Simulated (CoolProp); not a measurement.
Vapour-liquid equilibrium of R22 (1) + n-hexane (2) at 236.1 K; x and y are mole fractions of (1).

The numbers come from the multi-fluid Helmholtz-energy mixture model, Kamei 1995 and Thol 2019; pair parameters Bell 2016 in CoolProp.

| x | bubble pressure (MPa) | y at the bubble point | dew pressure at overall composition x (MPa) | liquid density (mol/L) |
|---|---|---|---|---|
| 0.05 | 0.01233 | 0.956 | 0.0005991 | 8.455 |
| 0.125 | 0.02869 | 0.982 | 0.0006504 | 8.813 |
| 0.2 | 0.04299 | 0.989 | 0.0007112 | 9.196 |
| 0.275 | 0.05500 | 0.992 | 0.0007846 | 9.608 |
| 0.35 | 0.06483 | 0.993 | 0.0008749 | 10.05 |
| 0.425 | 0.07279 | 0.994 | 0.0009887 | 10.53 |
| 0.5 | 0.07934 | 0.995 | 0.001137 | 11.05 |
| 0.575 | 0.08495 | 0.996 | 0.001336 | 11.62 |
| 0.65 | 0.09010 | 0.996 | 0.001621 | 12.24 |
| 0.725 | 0.09525 | 0.997 | 0.002060 | 12.92 |
| 0.8 | 0.1008 | 0.998 | 0.002826 | 13.68 |
| 0.875 | 0.1071 | 0.998 | 0.004497 | 14.52 |
| 0.95 | 0.1146 | 0.999 | 0.01100 | 15.47 |

No azeotrope shows between x = 0.05 and 0.95.

The pair parameters rest on a limited set of measurements; away from them the model extrapolates. With so large a gap from Raoult's law the liquid may split in two, which this calculation doesn't test in full.
